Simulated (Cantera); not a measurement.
## Pyrogenic steam for wet oxidation

An isothermal, constant-pressure homogeneous reactor starts with H2 : O2 : N2 = 0.19 : 1 : 0.74 (molar parts), equivalence ratio 0.095, at 1175 K and 0.800 bar.

Model: the H2/O2 subset of GRI-Mech 3.0, which has no nitrogen chemistry, integrated in Cantera. The temperature is held fixed by assumption; the heat of reaction is taken as removed at once.

| t (s) | x H2 | x O2 | x H2O2 | x H | x HO2 |
|---|---|---|---|---|---|
| 2.00e-6 | 0.0984 | 0.518 | 1.43e-12 | 2.95e-9 | 3.86e-9 |
| 2.00e-5 | 0.0984 | 0.518 | 1.63e-9 | 4.10e-6 | 1.47e-6 |
| 0.000200 | 0.000818 | 0.493 | 4.43e-6 | 1.71e-5 | 4.19e-5 |
| 0.00200 | 1.90e-5 | 0.493 | 3.09e-7 | 5.72e-8 | 1.65e-6 |
| 0.0200 | 4.11e-8 | 0.493 | 2.17e-8 | 3.23e-10 | 5.18e-8 |
| 0.200 | 1.99e-9 | 0.493 | 2.29e-9 | 1.03e-11 | 1.63e-8 |
| 2.00 | 1.24e-9 | 0.493 | 1.24e-9 | 4.86e-12 | 1.84e-8 |
| 20.0 | 1.24e-9 | 0.493 | 1.24e-9 | 4.86e-12 | 1.84e-8 |
| 200 | 1.24e-9 | 0.493 | 1.24e-9 | 4.86e-12 | 1.84e-8 |
x: mole fraction; the columns are a selection and need not sum to one.

Equilibrium at this temperature and pressure: H2 1.24e-9, O2 0.493, H2O2 1.24e-9, H 4.86e-12, HO2 1.84e-8 (gas phase only).
